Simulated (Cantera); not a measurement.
Source: NASA polynomial tables (part measured, part estimated), evaluated in Cantera. Values are per mole of reaction as written; species without (g) are pure solids or liquids, kept so even where they would boil at 1 bar. VN: taken at fixed stoichiometry.

Between 300 and 2175 K, where is each reaction favourable under standard conditions?
- 9 N(g) + 2 V₂O₅ = 4 VN + 5 NO₂(g)


- 9 N(g) + 2 V₂O₅ = 4 VN + 5 NO₂(g): ΔG° is -1763 kJ at 300 K and -819 kJ at 2175 K; it stays negative (K > 1). ΔH° is -2103 kJ and ΔS° -590 J/K at 2175 K.
